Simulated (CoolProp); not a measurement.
Vapour-liquid equilibrium of R1234yf (1) + R227EA (2) at -96.95 °C; x and y are mole fractions of (1).

Values from CoolProp's multi-fluid Helmholtz-energy mixture model, Lemmon 2022 and Lemmon 2016; pair parameters Bell 2016.

```tsv
x	bubble pressure, mixture model (MPa)	bubble pressure, Raoult's law (MPa)	y, mixture model	y, Raoult's law
0.05	0.0004524	0.0004479	0.152	0.144
0.2	0.0005919	0.0005806	0.452	0.444
0.35	0.0007249	0.0007133	0.634	0.632
0.5	0.0008550	0.0008460	0.759	0.761
0.65	0.0009844	0.0009787	0.852	0.856
0.8	0.001114	0.001111	0.925	0.927
0.95	0.001245	0.001244	0.983	0.984
```

The largest gap from Raoult's law is +1.9 % in bubble pressure, at x = 0.2. No azeotrope shows between x = 0.05 and 0.95.

Pair parameters are fitted to limited data, so mixtures are less certain than the pure fluids.
